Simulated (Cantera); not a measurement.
A perfectly stirred reactor is fed with 0.394 % H2, 56.3 % O2, 43.3 % N2, equivalence ratio 0.0035, at 0.0148 atm; it is held at 1275 K, and followed from long to short residence time.

Model: the H2/O2 subset of GRI-Mech 3.0, which has no nitrogen chemistry, integrated in Cantera. Radical loss at walls, strong at low pressure, is not modelled.

Question: Predict: x(H2) at τ = 7.40 s; x(O2) at τ = 7.40 s; x(H) at τ = 7.40 s; x(H2O2) at τ = 7.40 s; x(HO2) at τ = 7.40 s; x(H2) at τ = 0.110 s; x(O2) at τ = 0.110 s; x(H) at τ = 0.110 s; x(H2O2) at τ = 0.110 s; x(HO2) at τ = 0.110 s.

Answer: 
```json
{
  "x(H2) at τ = 7.40 s": "6.36e-6",
  "x(O2) at τ = 7.40 s": "0.561",
  "x(H) at τ = 7.40 s": "5.81e-6",
  "x(H2O2) at τ = 7.40 s": "3.42e-9",
  "x(HO2) at τ = 7.40 s": "1.14e-7",
  "x(H2) at τ = 0.110 s": "8.65e-5",
  "x(O2) at τ = 0.110 s": "0.560",
  "x(H) at τ = 0.110 s": "8.93e-5",
  "x(H2O2) at τ = 0.110 s": "8.41e-9",
  "x(HO2) at τ = 0.110 s": "3.32e-7"
}
```
